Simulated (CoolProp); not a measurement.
Values from CoolProp's reference Helmholtz-energy equation of state, Leachman 2009.

**Question.** For normal hydrogen, give the phase and the density (kg/m³), cp (kJ/(kg K)), cv (kJ/(kg K)), conductivity (mW/(m K)) at 34.9 K and 0.194 MPa; 34.9 K and 0.519 MPa.

**Answer.** 
- 34.9 K and 0.194 MPa: gas; density 1.41, cp 11.0, cv 6.26, conductivity 28.6
- 34.9 K and 0.519 MPa: gas; density 4.12, cp 12.8, cv 6.41, conductivity 31.6

Thermal conductivity comes from a separate model (Assael 2011).
